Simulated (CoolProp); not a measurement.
A simple Rankine cycle with n-perfluorohexane: condensing at 289.15 K, boiler at 0.49 MPa, turbine inlet 401.4 K, turbine efficiency 0.65, pump efficiency 0.8, no recuperator. Each further row changes one setting.

Model: reference Helmholtz-energy equation of state, Gao 2022, in CoolProp.

| case | thermal efficiency (%) | net work (kJ/kg) | heat in (kJ/kg) | turbine exit temperature (K) | volume ratio over the turbine |
|---|---|---|---|---|---|
| as stated | … | 18.3 | 189 | 375.5 | … |
| turbine inlet 421.4 K | 9.3 | 19.5 | 209 | 395.8 | 27.1 |
| condensing temperature 281.15 K | 10.4 | … | … | 373.0 | 41.3 |
| boiler pressure 0.343 MPa | … | … | 191 | 379.5 | 18.6 |
| turbine efficiency 0.55 | 8.2 | 15.4 | 189 | 378.6 | 28.3 |

Fill in the missing entries.


- as stated, thermal efficiency (%): 9.7
- as stated, volume ratio over the turbine: 28.0
- condensing temperature 281.15 K, net work (kJ/kg): 20.6
- condensing temperature 281.15 K, heat in (kJ/kg): 197
- boiler pressure 0.343 MPa, thermal efficiency (%): 8.8
- boiler pressure 0.343 MPa, net work (kJ/kg): 16.7
